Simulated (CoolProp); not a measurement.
Carbon dioxide along the isotherm 6.05 °C: density (kg/m³) from the reference equation and from simpler models built on Tc = 31.0 °C, pc = 7377 kPa, ω = 0.224; each cubic takes its own stable root.

The numbers come from the reference Helmholtz-energy equation of state, Span 1996 in CoolProp.

| p (kPa) | phase | reference |
|---|---|---|
| 117 | gas | 2.234 |
| 197 | gas | 3.781 |
| 332 | gas | 6.428 |
| 561 | gas | 11.03 |
| 946 | gas | 19.10 |
| 1600 | gas | 33.98 |
| 2690 | gas | 63.38 |
| 4550 | liquid | 894.8 |
| 7670 | liquid | 925.1 |
| 13000 | liquid | 961.6 |
| 21900 | liquid | 1004 |
| 36900 | liquid | 1055 |

Question: How far does each simpler model (Redlich-Kwong, Soave-Redlich-Kwong, Peng-Robinson) lie from the reference over these 12 states: mean and median of the absolute difference, and the worst?

Answer: 
- Redlich-Kwong: mean 5.4 %, median 1.1 %, worst -18.6 % at 6.05 °C and 4550 kPa
- Soave-Redlich-Kwong: mean 4.3 %, median 0.4 %, worst -14.2 % at 6.05 °C and 4550 kPa
- Peng-Robinson: mean 1.4 %, median 0.8 %, worst +4.9 % at 6.05 °C and 36900 kPa
